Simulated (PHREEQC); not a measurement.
Solution A (0.014 mol NiSO4, 0.0012 mol NaCl and 0.0011 mol MnSO4 per kg of water) is mixed with solution B (0.0036 mol Na2HAsO4 and 0.075 mol FeCl3 per kg of water) at 25 °C; shares are by mass of water, 1 kg in all. No oxygen is let in. The system is closed to CO2. Slow redox steps are shut off: sulfate isn't reduced. Names ending in (a), (am) or -a are amorphous solids. Solids allowed: Fe(OH)3(a), Pyrochroite, Ni(OH)2, Ni4(OH)6SO4, Scorodite, Ni3(AsO4)2:8H2O, Mn3(AsO4)2:8H2O, Jarosite-Na, Halite, Mirabilite, Morenosite. Others were left out.

The series has 11 steps of share of solution B, from 0 to 1.

The numbers come from PHREEQC with the ion-association model, wateq4f.dat.

Which solids form, in which order, and at which step of the series does each first stand?

Jarosite-Na from share of solution B = 0.1 (pH 2.48), last present at share of solution B = 0.4.

Jarosite-Na forms slowly in practice; the run takes equilibrium as reached. The database's scorodite may be far more soluble than the real mineral, and it has no iron arsenate complexes; the constant wasn't checked at its source. The database has no arsenate complexes of Ni, Mn.
